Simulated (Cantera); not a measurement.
A closed system holds: 1 mol Ca(OH)2, 0.048 mol C, 3.7 mol H2O, at 1275 K and 0.350 bar.

Method: chemical equilibrium by Gibbs-energy minimisation in Cantera with the NASA 1993 tables (ideal gas, pure condensed phases). Candidate condensed phases: C, C6H6, C7H8, C8H18, Ca, CaCO3, CaO, Ca(OH)2, H2O; 115 gas species. The numbers say what is thermodynamically allowed, not how fast it happens.

Base state: H2O 0.970, H2 0.0199, CO2 0.00978, CO 0.000333 (mole fractions); condensed: CaO(s).

Q: What changes in the equilibrium state with this change: temperature from 1275 K to 1950 K?

A: 
```json
[
 {"species": "H2O", "before": "0.970", "after": "0.968"},
 {"species": "H2", "before": "0.0199", "after": "0.0203"},
 {"species": "CO2", "before": "0.00978", "after": "0.00925"},
 {"species": "OH", "before": "9.97e-8", "after": "0.00119"},
 {"species": "Ca(OH)2", "before": "1.27e-8", "after": "6.62e-5"},
 {"species": "O2", "before": "<1e-9", "after": "0.000249"},
 {"species": "O", "before": "<1e-9", "after": "1.20e-5"},
 {"species": "H", "before": "1.76e-7", "after": "0.000276"},
 {"species": "CO", "before": "0.000333", "after": "0.000854"},
 {"species": "CaO(s), mol", "before": "1.00", "after": "1.000"}
]
```

Q: What changes in the equilibrium state with this change: C from 0.048 to 0.1 mol?

A: 
| species | before | after |
|---|---|---|
| H2O | 0.970 | 0.939 |
| H2 | 0.0199 | 0.0403 |
| CO2 | 0.00978 | 0.0194 |
| CO | 0.000333 | 0.00139 |
| CaO(s), mol | 1.00 | 1.00 |
